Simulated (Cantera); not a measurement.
Equilibrium for silicon carbide growth: Si(CH₃)₄ + H₂

Feed: 1 mol Si(CH₃)₄, 1.5 mol H₂, held at 1625 K.

Equilibrium computed with Cantera from the NASA thermochemical tables; the gas is ideal and each condensed phase is pure. Candidate condensed phases: C, C₆H₆, C₇H₈, C₈H₁₈, Si, SiC; 87 gas species. Kinetics and transport are ignored.

```tsv
P (Pa)	x H₂	x H	x CH₄	x C₂H₂ (acetylene)	x C₂H₄	x CH₃	x Si	n C(graphite)	n SiC(s)
100	0.998	0.00223	1.46e-6	3.55e-5	3.18e-9	6.66e-8	1.86e-6	3.00	1.000
320	0.999	0.00125	4.69e-6	3.55e-5	1.02e-8	1.19e-7	5.82e-7	3.00	1.000
1000	0.999	0.000705	1.47e-5	3.55e-5	3.19e-8	2.11e-7	1.86e-7	3.00	1.000
3200	1.000	0.000394	4.70e-5	3.55e-5	1.02e-7	3.78e-7	5.82e-8	3.00	1.000
10000	1.000	0.000223	0.000147	3.55e-5	3.19e-7	6.68e-7	1.86e-8	3.00	1.000
32000	0.999	0.000125	0.000470	3.55e-5	1.02e-6	1.19e-6	5.82e-9	3.00	1.000
100000	0.998	7.05e-5	0.00147	3.55e-5	3.18e-6	2.11e-6	1.86e-9	2.99	1.000
```
x: gas mole fraction; n: condensed amount in mol.

From 0.750 Torr to 750 Torr the condensed part is C(graphite) + SiC(s). The main Si-bearing gas is Si at 0.750 Torr and SiH₂ at 750 Torr.
